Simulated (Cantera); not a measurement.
What does this Cantera script print?

```python
import numpy as np
import cantera as ct

gas_names = [...]  # 49 gases of nasa_gas.yaml made of B, Cl, H, N, O
cond_names = """
    B(b) B(L) BN(s) B2O3(L) B3O3H3(cr) H2O(s) H2O(L) NH4CL(a) NH4CL(b)
""".split()


# ... load() reads the species with a 1 bar reference pressure and builds the phases ...
atoms = {
    'BCl3': {'B': 1, 'CL': 3},
    'NH3': {'N': 1, 'H': 3},
    'N2': {'N': 2},
    'H2O': {'H': 2, 'O': 1},
}
top_T = {'BN(s)': 3200}  # K; cautious upper limits of use, not melting points


# ... equilibrate(T, P, feed) seeds the gas with the atoms and calls Mixture.equilibrate('TP', solver="vcs", rtol=1e-11, max_steps=5000) ...
results = []
feed = {'BCl3': 1, 'NH3': 0.26, 'N2': 69, 'H2O': 0.5}  # mol
T = 1298.15  # K
P = 1600  # Pa
mix = equilibrate(T, P, feed)
results.append((T, P, feed, dict(zip(mix.species_names, mix.species_moles))))
print(gas.report(threshold=0.001))
for i in range(1, mix.n_phases):
    print(f"{mix.phase(i).name:16s} {mix.phase_moles(i):12.5e} mol")
```

Output:

```
       temperature   1298.2 K
          pressure   1600 Pa
           density   0.0042733 kg/m^3
  mean mol. weight   28.827 kg/kmol
   phase of matter   gas

                          1 kg             1 kmol
                     ---------------   ---------------
          enthalpy        8.8462e+05        2.5501e+07  J
   internal energy         5.102e+05        1.4708e+07  J
           entropy            9494.4         2.737e+05  J/K
    Gibbs function       -1.1441e+07        -3.298e+08  J
 heat capacity c_p            1195.1             34450  J/K
 heat capacity c_v            906.63             26136  J/K

                      mass frac. Y      mole frac. X     chem. pot. / RT
                     ---------------   ---------------   ---------------
              BCL3          0.017324         0.0042626            -87.88
           B3O3CL3         0.0084077         0.0012977           -221.81
               HCL          0.031522          0.024924           -41.359
                N2           0.94161           0.96894           -29.746
     [  +45 minor]         0.0011377        0.00057225

B(b)              0.00000e+00 mol
BN(s)             2.59173e-01 mol
B2O3(L)           6.15352e-02 mol
B3O3H3(cr)        0.00000e+00 mol
```

These are equilibrium values from Cantera (NASA tables, ideal gas, pure condensed phases), not measurements of a reactor. Mutual solubility and eutectic melting of coexisting phases are not modelled. The tables' values for BOCl are old estimates; treat these amounts as uncertain.
